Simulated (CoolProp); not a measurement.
Ammonia along the isobar 150 bar: density (kg/m³) from the reference equation and from simpler models built on Tc = 132.4 °C, pc = 113.6 bar, ω = 0.256; each cubic takes its own stable root.

Model: reference Helmholtz-energy equation of state, Gao 2020, in CoolProp.

```tsv
T (°C)	phase	reference
77.15	liquid	533.9
100.85	liquid	486.0
124.55	liquid	419.8
148.25	supercritical	255.7
171.95	supercritical	125.3
195.65	supercritical	98.53
219.35	supercritical	84.61
243.05	supercritical	75.47
266.75	supercritical	68.77
290.45	supercritical	63.56
314.15	supercritical	59.32
337.85	supercritical	55.78
361.55	supercritical	52.75
385.25	supercritical	50.11
```

Question: How far does each simpler model (Redlich-Kwong, Peng-Robinson) lie from the reference over these 14 states: mean and median of the absolute difference, and the worst?

Answer: 
- Redlich-Kwong: mean 7.9 %, median 2.1 %, worst -27.2 % at 124.55 °C and 150 bar
- Peng-Robinson: mean 4.9 %, median 0.5 %, worst -18.0 % at 148.25 °C and 150 bar
